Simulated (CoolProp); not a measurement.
A Linde-Hampson liquefier for carbon monoxide: isothermal reversible compression at 290 K from 1 atm to 5 MPa, throttling to 1 atm, return gas leaving the recuperator 5 K below the feed. Each further row changes one setting.

The numbers come from the reference Helmholtz-energy equation of state, Lemmon 2006 in CoolProp. It is a short technical equation, of lower accuracy than the large ones.

```csv
case,liquid yield per pass,compression work (kJ/kg of gas)
as stated,0.018,334
high pressure 10 MPa,0.045,393
warm-end temperature 320 K,0.011,370
warm-end gap 10 K,0.006,334
```
